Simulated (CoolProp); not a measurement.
Model: reference Helmholtz-energy equation of state, Akasaka 2015, in CoolProp.

Question: Give the vapour pressure (MPa), liquid density (kg/m³), vapour density (kg/m³), liquid cp (kJ/(kg K)) of saturated R245fa at 288, 293.8, 305.3 K.

Answer: 
| T (K) | p (MPa) | liquid density (kg/m³) | vapour density (kg/m³) | liquid cp (kJ/(kg K)) |
|---|---|---|---|---|
| 288 | 0.101 | 1370 | 5.87 | 1.29 |
| 293.8 | 0.126 | 1350 | 7.28 | 1.31 |
| 305.3 | 0.192 | 1320 | 10.9 | 1.33 |
